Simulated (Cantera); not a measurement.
Feed: 1 mol PbO, 2.9 mol C, 2.3 mol N₂, at 95.0 Pa.

Cantera equilibrium calculation (NASA polynomials, part measured and part estimated; ideal gas, pure solids and liquids). Candidate condensed phases: C, Pb, PbO, PbO₂, Pb₃O₄; 27 gas species. Rates play no part.

log p: log10 of the partial pressure in bar; n: condensed amount in mol.

```csv
T (K),log p N₂,log p CO,log p Pb,log p CN,n C(graphite),n Pb(l)
1025,-3.19,-3.55,-4.56,<-15,1.90,0.900
1175,-3.29,-3.66,-3.66,<-15,1.90,0
1325,-3.29,-3.66,-3.66,?,1.90,0
1475,-3.29,-3.66,-3.66,?,1.90,0
1625,-3.29,-3.66,-3.66,?,1.90,0
1775,-3.29,-3.66,-3.66,?,1.90,0
1925,-3.29,-3.66,-3.66,?,1.90,0
2075,-3.29,-3.66,-3.66,?,1.90,0
2225,-3.29,-3.66,-3.66,?,1.90,0
2375,-3.29,-3.66,-3.66,?,1.90,0
2525,-3.30,-3.66,-3.66,?,1.87,0
```

Task: What belongs in the gaps?

Result: 
- 1325, log p CN: -13.70
- 1475, log p CN: -11.95
- 1625, log p CN: -10.52
- 1775, log p CN: -9.33
- 1925, log p CN: -8.34
- 2075, log p CN: -7.49
- 2225, log p CN: -6.75
- 2375, log p CN: -6.11
- 2525, log p CN: -5.55
